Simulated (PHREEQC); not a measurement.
A solution holds 59 mmol/kgw Pb(NO3)2, 12 mmol/kgw MgSO4, 0.57 mmol/kgw NaHCO3 and 3.6 mmol/kgw NaCl, at 25 °C. Closed to the air; pH follows from the charge balance.

The numbers come from PHREEQC with the ion-association model, phreeqc.dat.

```json
{
  "pH": "5.32",
  "ionic_strength": "0.162 mol/kgw",
  "total_alkalinity": "0.570 meq/kg"
}
```

| species | molality | activity | log γ |
|---|---|---|---|
| NO3- | 0.102 | 0.0728 | -0.147 |
| Pb+2 | 0.0342 | 0.0112 | -0.486 |
| PbNO3+ | 0.0159 | 0.0120 | -0.122 |
| Mg+2 | 0.0110 | 0.00396 | -0.443 |
| PbSO4 | 0.00701 | 0.00727 | 0.016 |
| Na+ | 0.00415 | 0.00314 | -0.120 |
| SO4-2 | 0.00366 | 0.00116 | -0.500 |
| Cl- | 0.00251 | 0.00184 | -0.136 |
| PbCl+ | 0.00108 | 0.000818 | -0.122 |
| MgSO4 | 0.00103 | 0.00107 | 0.016 |
| PbHCO3+ | 0.000264 | 0.000199 | -0.122 |
| CO2 | 0.000234 | 0.000243 | 0.016 |
| Pb2OH+3 | 0.000140 | 1.13e-5 | -1.094 |
| Pb(SO4)2-2 | 0.000135 | 4.42e-5 | -0.486 |

Precipitation was switched off in this run. The solution is supersaturated, for example in Anglesite, Cerussite, so a real one may precipitate; this is no full list.
